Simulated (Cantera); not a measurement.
Charge: 1 mol Si, 0.14 mol NH3, 47 mol N2, 0.96 mol CO, equilibrated at 1.00 bar.

Cantera equilibrium calculation (NASA polynomials, part measured and part estimated; ideal gas, pure solids and liquids). Candidate condensed phases: C, C6H6, C7H8, C8H18, H2O, Si, SiC, SiO2, Si2N2O, Si3N4; 151 gas species. Mutual solubility and eutectic melting of coexisting phases are not modelled. Equilibrium is a limit: real reactors are often held back by kinetics, nucleation or transport.

x: gas mole fraction; n: condensed amount in mol.

| T (K) | x N2 | x H2 | x CO | x CH4 | n C(graphite) | n SiO2(α-quartz) | n Si2N2O(s) | n SiO2(β-quartz) |
|---|---|---|---|---|---|---|---|---|
| 800 | 0.996 | 0.00442 | 1.76e-6 | 2.63e-5 | 0.959 | 0.307 | 0.347 | 0 |
| 825 | 0.996 | 0.00444 | 3.98e-6 | 1.78e-5 | 0.959 | 0.307 | 0.347 | 0 |
| 850 | 0.996 | 0.00445 | 8.59e-6 | 1.23e-5 | 0.959 | 0 | 0.347 | 0.306 |
| 875 | 0.996 | 0.00446 | 1.77e-5 | 8.67e-6 | 0.959 | 0 | 0.347 | 0.306 |
| 900 | 0.995 | 0.00446 | 3.50e-5 | 6.21e-6 | 0.958 | 0 | 0.347 | 0.306 |
| 925 | 0.995 | 0.00446 | 6.66e-5 | 4.52e-6 | 0.957 | 0 | 0.348 | 0.305 |
| 950 | 0.995 | 0.00447 | 0.000123 | 3.34e-6 | 0.954 | 0 | 0.349 | 0.303 |
| 975 | 0.995 | 0.00447 | [?] | [?] | 0.950 | 0 | 0.350 | 0.300 |
| 1000 | 0.995 | 0.00447 | 0.000378 | 1.91e-6 | 0.942 | 0 | 0.353 | 0.295 |
| 1025 | 0.995 | 0.00447 | 0.000637 | 1.47e-6 | 0.930 | 0 | 0.357 | 0.287 |
| 1050 | 0.994 | 0.00447 | 0.00105 | 1.14e-6 | 0.911 | 0 | 0.363 | 0.274 |
| 1075 | 0.994 | 0.00447 | [?] | [?] | 0.881 | 0 | 0.373 | 0.254 |
| 1100 | 0.993 | 0.00446 | 0.00263 | 7.15e-7 | 0.836 | 0 | 0.388 | 0.224 |
| 1125 | 0.991 | 0.00446 | 0.00405 | 5.74e-7 | 0.769 | 0 | 0.410 | 0.180 |

Some entries are withheld; supply them.


- 975, x CO: 0.000218
- 975, x CH4: 2.51e-6
- 1075, x CO: 0.00168
- 1075, x CH4: 8.99e-7
